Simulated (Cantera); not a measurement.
Input: 1 mol B₂O₃, a varied amount of O₂, 0.59 mol H₂, held at 0.210 bar.

Cantera equilibrium calculation (NASA polynomials, part measured and part estimated; ideal gas, pure solids and liquids). Candidate condensed phases: B, B₂O₃, B₃O₃H₃, H₂O; 23 gas species. Equilibrium is a limit: real reactors are often held back by kinetics, nucleation or transport.

Stable condensed phases, one row left out:

```
T in °C \ n(O₂) in mol
         1.1 1.3 1.5 1.7   2 2.3 2.7 3.2 3.7 4.3   5 5.9
   2127    A   A   A   A   A   A   A   A   A   A   A   A
   2077    A   A   A   A   A   A   A   A   A   A   A   A
   2027    A   A   A   A   A   A   A   A   A   A   A   A
   1977    A   A   A   A   A   A   A   A   A   A   A   A
   1927    A   A   A   A   A   A   A   A   A   A   A   A
   1877    A   A   A   A   A   A   A   A   A   A   A   A
   1827    A   A   A   A   A   A   A   A   A   A   A   A
   1777    A   A   A   A   A   A   A   A   A   A   A   A
   1677    B   B   B   B   B   B   B   B   A   A   A   A
   1627    B   B   B   B   B   B   B   B   B   B   B   B
   1577    B   B   B   B   B   B   B   B   B   B   B   B
   1527    B   B   B   B   B   B   B   B   B   B   B   B
   1477    B   B   B   B   B   B   B   B   B   B   B   B
```

A: gas only; B: B₂O₃.

Q: Give the row for 1727 °C.

A: 1.1: B₂O₃; 1.3: B₂O₃; 1.5: gas only; 1.7: gas only; 2: gas only; 2.3: gas only; 2.7: gas only; 3.2: gas only; 3.7: gas only; 4.3: gas only; 5: gas only; 5.9: gas only.
